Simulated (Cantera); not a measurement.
An adiabatic, constant-pressure homogeneous reactor starts with H2 : O2 : N2 = 1 : 0.278 : 1.04 (molar parts), equivalence ratio 1.8, at 1325 K and 5.00 bar.

Computed with Cantera and the H2/O2 subset of GRI-Mech 3.0, which has no nitrogen chemistry. The hydrogen kinetics of GRI-Mech 3.0 are dated; newer H2 mechanisms differ, most at raised pressure.

x: mole fraction; the columns are a selection and need not sum to one.

```
t (s)     T (K)   x H2      x O2       x O   x H2O2     x HO2
--------  -----  -----  --------  --------  -------  --------
5.00e-6    1342  0.426     0.117  0.000204  1.19e-5  0.000227
1.26e-5    2654  0.200       [?]       [?]      [?]       [?]
3.15e-5    2832  0.208  0.000264  0.000523  1.34e-7   5.52e-7
7.92e-5    2849  0.209  0.000217  0.000436  1.17e-7   4.42e-7
0.000199   2849  0.209  0.000217  0.000435  1.17e-7   4.41e-7
0.000500   2849  0.209  0.000217  0.000435  1.17e-7   4.41e-7
0.00126    2849  0.209  0.000217  0.000435  1.17e-7   4.41e-7
0.00315    2849  0.209  0.000217  0.000435  1.17e-7   4.41e-7
0.00792    2849  0.209  0.000217  0.000435  1.17e-7   4.41e-7
0.0199     2849  0.209  0.000217  0.000435  1.17e-7   4.41e-7
0.0500     2849  0.209  0.000217  0.000435  1.17e-7   4.41e-7
0.126      2849  0.209  0.000217  0.000435  1.17e-7   4.41e-7
0.315      2849  0.209  0.000217  0.000435  1.17e-7   4.41e-7
0.792      2849  0.209  0.000217  0.000435  1.17e-7   4.41e-7
1.99       2849  0.209  0.000217  0.000435  1.17e-7   4.41e-7
5.00       2849  0.209  0.000217  0.000435  1.17e-7   4.41e-7
```

Question: What belongs in the gaps?

Answer: 
- 1.26e-5, x O2: 0.000924
- 1.26e-5, x O: 0.00177
- 1.26e-5, x H2O2: 2.82e-7
- 1.26e-5, x HO2: 2.11e-6
